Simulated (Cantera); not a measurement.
An adiabatic, constant-volume homogeneous reactor starts with CO : H2 : O2 : N2 = 1 : 0.38 : 0.363 : 1.37 (molar parts), at 1250 K and 1.58 atm.

Model: GRI-Mech 3.0 (53 species, 325 reactions), integrated in Cantera.

Task: Predict: time of steepest temperature rise; temperature at 0.100 s; equilibrium temperature; x(CO) at 0.100 s; x(H2) at 0.100 s; x(O2) at 0.100 s; x(NO2) at 0.100 s; x(NO) at 0.100 s; x(OH) at 0.100 s; x(N2O) at 0.100 s.

Result: 
* **time of steepest temperature rise**: 32.1 µs
* **temperature at 0.100 s**: 2935 K
* **equilibrium temperature**: 2935 K
* **x(CO) at 0.100 s**: 0.230 (gas-phase equilibrium 0.230)
* **x(H2) at 0.100 s**: 0.0248 (gas-phase equilibrium 0.0248)
* **x(O2) at 0.100 s**: 0.00591 (gas-phase equilibrium 0.00591)
* **x(NO2) at 0.100 s**: 1.09e-6 (gas-phase equilibrium 1.09e-6)
* **x(NO) at 0.100 s**: 0.00580 (gas-phase equilibrium 0.00580)
* **x(OH) at 0.100 s**: 0.0137 (gas-phase equilibrium 0.0137)
* **x(N2O) at 0.100 s**: 4.73e-7 (gas-phase equilibrium 4.73e-7)
